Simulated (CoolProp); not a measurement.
Methane at 506.99 K and 10.9 MPa flows at 4.6 m/s in a round tube of 6 mm bore and 0.25 µm roughness, fully developed (64/Re and Nu = 3.66 if laminar; Colebrook and Gnielinski if turbulent). Each further row changes one setting.

Values from CoolProp's reference Helmholtz-energy equation of state, Setzmann 1991.

```json
[
 {"case": "as stated", "Reynolds number": "61300", "Darcy friction factor": "0.0201", "pressure drop (Pa/m)": "1460", "heat-transfer coefficient (W/(m² K))": "1610", "mass flow (kg/h)": "19.2"},
 {"case": "velocity 9.2 m/s", "Reynolds number": "123000", "Darcy friction factor": "0.0175", "pressure drop (Pa/m)": "5070", "heat-transfer coefficient (W/(m² K))": "2800", "mass flow (kg/h)": "38.5"},
 {"case": "diameter 12 mm", "Reynolds number": "123000", "Darcy friction factor": "0.0174", "pressure drop (Pa/m)": "629", "heat-transfer coefficient (W/(m² K))": "1390", "mass flow (kg/h)": "76.9"}
]
```

Viscosity comes from a separate model (Quiñones-Cisneros 2006). Thermal conductivity comes from a separate model (Friend 1989).
